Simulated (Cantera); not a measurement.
**Moist CO burnout**

An isothermal, constant-pressure homogeneous reactor starts with 0.632 % CO, 0.444 % O2, 0.237 % H2O, 98.7 % N2, at 1223 K and 3.26 atm.

Cantera simulation using GRI-Mech 3.0 (53 species, 325 reactions); the numbers are that mechanism's predictions, not measurements.

| t (s) | x CO | x O2 | x H2O | x H2O2 | x OH |
|---|---|---|---|---|---|
| 0.000100 | 0.00632 | 0.00444 | 0.00237 | <1e-12 | 4.07e-11 |
| 0.000270 | 0.00632 | 0.00444 | 0.00237 | <1e-12 | 1.91e-10 |
| 0.000728 | 0.00632 | 0.00444 | 0.00237 | <1e-12 | 1.36e-9 |
| 0.00196 | 0.00631 | 0.00444 | 0.00237 | 3.38e-10 | 7.13e-8 |
| 0.00529 | 0.00511 | 0.00383 | 0.00231 | 6.34e-8 | 1.46e-5 |
| 0.0143 | 0.00169 | 0.00213 | 0.00234 | 3.43e-8 | 1.08e-5 |
| 0.0385 | 0.000331 | 0.00145 | 0.00236 | 9.69e-9 | 5.32e-6 |
| 0.104 | 4.69e-5 | 0.00131 | 0.00237 | 1.75e-9 | 2.41e-6 |
| 0.280 | 4.38e-6 | 0.00129 | 0.00238 | 3.28e-10 | 1.11e-6 |
| 0.756 | 2.65e-7 | 0.00129 | 0.00238 | 7.79e-11 | 5.42e-7 |
| 2.04 | 1.97e-8 | 0.00129 | 0.00238 | 2.57e-11 | 3.11e-7 |
| 5.50 | 4.76e-9 | 0.00129 | 0.00238 | 6.84e-12 | 1.60e-7 |
| 14.8 | 2.92e-9 | 0.00129 | 0.00238 | 4.56e-12 | 1.31e-7 |
| 40.0 | 2.90e-9 | 0.00129 | 0.00238 | 4.54e-12 | 1.31e-7 |
x: mole fraction; the columns are a selection and need not sum to one.

Equilibrium at this temperature and pressure: CO 2.92e-9, O2 0.00128, H2O 0.00238, H2O2 4.52e-12, OH 1.30e-7 (gas phase only).
